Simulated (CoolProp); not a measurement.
Aqueous potassium formate as a coolant, at 8 °C, 1 atm.

Computed with CoolProp (Melinder's fits for secondary coolants).

```csv
mass %,freezing point (°C),Prandtl number,cp (kJ/(kg K)),viscosity (mPa s),conductivity (W/(m K))
4.6,-2.1,10.5,4.014,1.50,…
8.5,…,10.7,3.863,1.56,…
12.4,-6.3,10.8,3.716,1.62,0.557
16.2,-8.8,11.1,3.577,…,0.551
20.1,-11.7,11.5,3.440,1.81,0.544
24,-15.0,11.9,3.309,1.94,0.538
27.9,-18.8,12.5,…,2.08,0.530
31.7,-23.2,13.1,3.073,2.23,0.523
35.6,-28.3,13.8,2.967,2.38,0.514
39.5,-34.2,14.6,2.869,2.57,…
43.3,-40.7,…,2.779,2.85,…
47.2,-48.3,18.7,2.689,3.36,0.483
```

Q: What belongs in the gaps?

A: 
- 4.6, conductivity (W/(m K)): 0.569
- 8.5, freezing point (°C): -4.1
- 8.5, conductivity (W/(m K)): 0.563
- 16.2, viscosity (mPa s): 1.70
- 27.9, cp (kJ/(kg K)): 3.185
- 39.5, conductivity (W/(m K)): 0.504
- 43.3, Prandtl number: 16.0
- 43.3, conductivity (W/(m K)): 0.494
